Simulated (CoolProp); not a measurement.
cis-2-butene at several states: Z from the reference equation and from simpler models built on Tc = 162.6 °C, pc = 4236 kPa, ω = 0.202; each cubic takes its own stable root.

Model: reference Helmholtz-energy equation of state, Lemmon 2005, in CoolProp. It is a short technical equation, of lower accuracy than the large ones.

```
T (°C)  p (kPa)   phase  reference
------  -------  ------  ---------
75.35      9010  liquid     0.3059
20.05      2380  liquid    0.08772
2.05       2260  liquid    0.08598
239.95     2100     gas     0.8948
131.15     11.1     gas     0.9988
52.25     11600  liquid     0.3997
```

### Question
How far does each simpler model (van der Waals, Redlich-Kwong, Peng-Robinson) lie from the reference over these 6 states: mean and median of the absolute difference, and the worst?

### Answer
- van der Waals: mean 37.9 %, median 52.8 %, worst +61.0 % at 2.05 °C and 2260 kPa
- Redlich-Kwong: mean 6.9 %, median 9.9 %, worst +10.8 % at 20.05 °C and 2380 kPa
- Peng-Robinson: mean 3.2 %, median 4.4 %, worst -5.0 % at 52.25 °C and 11600 kPa
